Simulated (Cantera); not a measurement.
What does this Cantera script print?

```python
import numpy as np
import cantera as ct

gas_names = """
    F F2 H HF H2 H2F2 H3F3 H4F4 H5F5 H6F6 H7F7 N NF NF2 NF3 NH NH2 NH3 N2 N2H2 N2H4 Si SiF SiF2 SiF3
    SiF4 SiH SiHF3 SiH2 SiH2F2 SiH3 SiH3F SiH4 SiN Si2 Si2N Si3
""".split()
cond_names = """
    Si(cr) Si(L) Si3N4(a)
""".split()


def load(file, names, dense=False):
    # The tables refer to 1 bar. Condensed volumes are neglected.
    table = {s.name: s for s in ct.Species.list_from_file(file)}
    out = []
    for n in names:
        d = dict(table[n].input_data)
        d["thermo"] = dict(d["thermo"], **{"reference-pressure": 1e5})
        if dense:
            d["equation-of-state"] = {"model": "constant-volume", "density": "1e6 g/cm^3"}
        out.append(ct.Species.from_dict(d))
    return out


gas = ct.Solution(thermo="ideal-gas", species=load("nasa_gas.yaml", gas_names))
cond = {s.name: ct.Solution(thermo="fixed-stoichiometry", species=[s], name=s.name)
        for s in load("nasa_condensed.yaml", cond_names, dense=True)}
atoms = {
    'Si': {'Si': 1},
    'NF3': {'N': 1, 'F': 3},
    'H2': {'H': 2},
}
top_T = {'Si3N4(a)': 2400}  # K; cautious upper limits of use, not melting points


def equilibrate(T, P, feed):
    n = {}
    for name, mol in feed.items():
        for a, k in atoms[name].items():
            n[a] = n.get(a, 0.0) + k * mol
    gas.TPX = T, P, n
    mass = sum(n.values()) * gas.mean_molecular_weight
    gas.equilibrate("TP")
    valid = [c for c in cond.values() if c.min_temp <= T <= top_T.get(c.name, c.max_temp)]
    mix = ct.Mixture([(gas, mass / gas.mean_molecular_weight)] + [(c, 0.0) for c in valid])
    mix.T, mix.P = T, P
    mix.equilibrate("TP", solver="vcs", rtol=1e-11, max_steps=5000)
    return mix


results = []
T = 1300  # K
P = 133.322  # Pa
for m in [0.72, 1.2, 1.7, 2.2, 2.7, 3.2, 3.6]:
    feed = {'Si': 1, 'NF3': m, 'H2': 9.3}  # mol
    mix = equilibrate(T, P, feed)
    results.append((T, P, feed, dict(zip(mix.species_names, mix.species_moles))))
    x = sorted(zip(gas.X, gas.species_names), reverse=True)
    print(f"T = {T:g} K  P = {P:g} Pa  n(NF3) = {m:g} mol  gas = {mix.phase_moles(0):.4g} mol")
    print("   x: " + "  ".join(f"{s} {v:.3e}" for v, s in x if v > 1e-06))
    print("   condensed (mol): " + ("  ".join(f"{mix.phase(i).name} {mix.phase_moles(i):.4g}"
          for i in range(1, mix.n_phases) if mix.phase_moles(i) > 1e-12) or "none"))
```

It prints:

```
T = 1300 K  P = 133.322 Pa  n(NF3) = 0.72 mol  gas = 9.927 mol
   x: H2 9.346e-01  SiF4 4.743e-02  N2 6.444e-03  SiF3 6.394e-03  HF 2.899e-03  SiHF3 1.425e-03  SiF2 7.350e-04  H 2.929e-05  SiH2F2 2.043e-05
   condensed (mol): Si3N4(a) 0.148
T = 1300 K  P = 133.322 Pa  n(NF3) = 1.2 mol  gas = 10.77 mol
   x: H2 8.606e-01  SiF4 7.632e-02  N2 5.026e-02  SiF3 6.487e-03  HF 4.413e-03  SiHF3 1.387e-03  SiF2 4.701e-04  H 2.811e-05  SiH2F2 1.203e-05
   condensed (mol): Si3N4(a) 0.02936
T = 1300 K  P = 133.322 Pa  n(NF3) = 1.7 mol  gas = 11.7 mol
   x: H2 7.475e-01  HF 9.438e-02  SiF4 8.508e-02  N2 7.264e-02  SiF3 3.151e-04  SiHF3 6.280e-05  H 2.619e-05
   condensed (mol): none
T = 1300 K  P = 133.322 Pa  n(NF3) = 2.2 mol  gas = 12.7 mol
   x: H2 6.298e-01  HF 2.049e-01  N2 8.661e-02  SiF4 7.859e-02  SiF3 1.231e-04  H 2.404e-05  SiHF3 2.252e-05
   condensed (mol): none
T = 1300 K  P = 133.322 Pa  n(NF3) = 2.7 mol  gas = 13.7 mol
   x: H2 5.291e-01  HF 2.993e-01  N2 9.854e-02  SiF4 7.291e-02  SiF3 7.163e-05  H 2.204e-05  SiHF3 1.201e-05
   condensed (mol): none
T = 1300 K  P = 133.322 Pa  n(NF3) = 3.2 mol  gas = 14.7 mol
   x: H2 4.421e-01  HF 3.810e-01  N2 1.088e-01  SiF4 6.797e-02  SiF3 4.796e-05  H 2.015e-05  SiHF3 7.351e-06
   condensed (mol): none
T = 1300 K  P = 133.322 Pa  n(NF3) = 3.6 mol  gas = 15.5 mol
   x: HF 4.387e-01  H2 3.806e-01  N2 1.161e-01  SiF4 6.447e-02  SiF3 3.665e-05  H 1.869e-05  SiHF3 5.213e-06
   condensed (mol): none
```

These are equilibrium values from Cantera (NASA tables, ideal gas, pure condensed phases), not measurements of a reactor. The tables' values for SiF3, SiF2 are old estimates; treat these amounts as uncertain.
